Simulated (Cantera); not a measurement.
**Adiabatic ignition**

An adiabatic, constant-volume homogeneous reactor starts with CO : H2 : O2 : N2 = 1 : 0.55 : 1.14 : 4.29 (molar parts), equivalence ratio 0.68, at 1275 K and 0.237 atm.

Detailed kinetics in Cantera: GRI-Mech 3.0 (53 species, 325 reactions).

```tsv
t (s)	T (K)	P (bar)	x CO	x H2	x O2	x NO	x HO2	x H	x CO2
2.00e-6	1275	0.240	0.143	0.0788	0.163	<1e-12	1.61e-9	1.80e-9	1.72e-9
8.13e-6	1275	0.240	0.143	0.0788	0.163	<1e-12	6.57e-9	1.15e-8	7.86e-9
3.30e-5	1275	0.240	0.143	0.0788	0.163	<1e-12	3.15e-8	2.35e-7	7.84e-8
0.000134	1279	0.241	0.143	0.0737	0.160	6.92e-10	1.31e-5	0.00278	0.000710
0.000546	2053	0.371	0.0662	0.00889	0.0787	6.41e-5	4.22e-6	0.0239	0.0829
0.00222	2606	0.455	0.0482	0.00479	0.0726	0.00193	5.42e-6	0.00526	0.106
0.00902	2635	0.458	0.0455	0.00445	0.0678	0.0108	5.88e-6	0.00440	0.110
0.0366	2631	0.457	0.0453	0.00444	0.0660	0.0147	5.73e-6	0.00432	0.110
0.149	2631	0.457	0.0453	0.00444	0.0660	0.0147	5.73e-6	0.00432	0.110
0.605	2631	0.457	0.0453	0.00444	0.0660	0.0147	5.73e-6	0.00432	0.110
2.46	2631	0.457	0.0453	0.00444	0.0660	0.0147	5.73e-6	0.00432	0.110
10.0	2631	0.457	0.0453	0.00444	0.0660	0.0147	5.73e-6	0.00432	0.110
```
x: mole fraction; the columns are a selection and need not sum to one.

```
Property                                                             Value
---------------------------------  ---------------------------------------
time of steepest temperature rise                                 0.180 ms
temperature at 10.0 s                                               2631 K
equilibrium temperature                                             2631 K
x(CO) at 10.0 s                      0.0453 (gas-phase equilibrium 0.0453)
x(H2) at 10.0 s                    0.00444 (gas-phase equilibrium 0.00444)
x(O2) at 10.0 s                      0.0660 (gas-phase equilibrium 0.0660)
```
